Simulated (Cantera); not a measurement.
A Cantera script and its output.

```python
import numpy as np
import cantera as ct

gas = ct.Solution("gri30.yaml", transport_model="multicomponent")
show = ['OH', 'N2', 'NH3']

rows = []
print(f"{'T/K':>7s}{'rho':>11s}{'cp':>10s}{'mu':>11s}{'lambda':>11s}{'Pr':>7s}" + "".join(f"{'D_' + s:>11s}" for s in show))
for T in [400, 500, 600, 700, 800, 900, 1000, 1100]:
    gas.TPX = T, 100000, {'N2': 0.32, 'C2H6': 0.19}
    Pr = gas.cp_mass * gas.viscosity / gas.thermal_conductivity
    D = [gas.mix_diff_coeffs_mole[gas.species_index(s)] for s in show]
    rows.append([gas.density, gas.cp_mass, gas.viscosity, gas.thermal_conductivity, Pr, *D])
    print(f"{T:7g}{gas.density:11.4e}{gas.cp_mass:10.1f}{gas.viscosity:11.4e}"
          f"{gas.thermal_conductivity:11.4e}{Pr:7.3f}" + "".join(f"{d:11.4e}" for d in D))
print("SI units: kg/m3, J/kg/K, Pa s, W/m/K, m2/s")
```

It prints:

```
    T/K        rho        cp         mu     lambda     Pr       D_OH       D_N2      D_NH3
    400 8.6536e-01    1482.5 1.7592e-05 3.3866e-02  0.770 4.6247e-05 2.5349e-05 3.2765e-05
    500 6.9229e-01    1652.4 2.0919e-05 4.4407e-02  0.778 6.8041e-05 3.7682e-05 4.9971e-05
    600 5.7691e-01    1812.9 2.3958e-05 5.5375e-02  0.784 9.2919e-05 5.1808e-05 7.0000e-05
    700 4.9449e-01    1956.6 2.6778e-05 6.6477e-02  0.788 1.2067e-04 6.7595e-05 9.2614e-05
    800 4.3268e-01    2082.1 2.9425e-05 7.7512e-02  0.790 1.5114e-04 8.4944e-05 1.1763e-04
    900 3.8460e-01    2193.9 3.1931e-05 8.8469e-02  0.792 1.8420e-04 1.0378e-04 1.4490e-04
   1000 3.4614e-01    2302.4 3.4320e-05 9.9600e-02  0.793 2.1974e-04 1.2402e-04 1.7430e-04
   1100 3.1468e-01    2389.4 3.6610e-05 1.1013e-01  0.794 2.5766e-04 1.4563e-04 2.0574e-04
SI units: kg/m3, J/kg/K, Pa s, W/m/K, m2/s
```

Model: GRI-Mech 3.0 (53 species, 325 reactions), integrated in Cantera. The composition is frozen, though it would react at the higher temperatures.
